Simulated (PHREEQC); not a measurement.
Solution (80 °C): 0.078 mol HF, 0.015 mol KF and 0.24 mol H2SO4 per kg of water. It is in equilibrium with CO2 at log p = -2 (atm). Otherwise closed; pH follows from the charge balance.

The numbers come from PHREEQC with the ion-association model, phreeqc.dat.

Each row changes one thing in this solution. No solid was allowed to form.

```csv
case,pH,ionic strength (mol/kgw),HSO4- (mol/kgw),SO4-2 (mol/kgw),F- (mol/kgw),HF2- (mol/kgw)
as made,0.74,0.260,0.230,0.00978,0.000186,7.26e-5
0.0086 mol/kgw Na2CO3 added,0.77,___,0.229,___,0.000200,7.80e-5
diluted 2-fold with water,1.02,0.135,___,0.00728,0.000157,3.10e-5
diluted 5-fold with water,1.38,0.0582,0.0429,___,0.000129,1.02e-5
KF from 0.015 to 0.003 mol/kgw,0.72,0.259,0.231,0.00936,0.000154,5.26e-5
KF left out,0.72,0.259,0.231,0.00926,0.000147,___
```

Q: What belongs in the gaps?

A: 
- 0.0086 mol/kgw Na2CO3 added, ionic strength (mol/kgw): 0.261
- 0.0086 mol/kgw Na2CO3 added, SO4-2 (mol/kgw): 0.0105
- diluted 2-fold with water, HSO4- (mol/kgw): 0.113
- diluted 5-fold with water, SO4-2 (mol/kgw): 0.00504
- KF left out, HF2- (mol/kgw): 4.82e-5

Constants without temperature data keep their 25 °C values here.
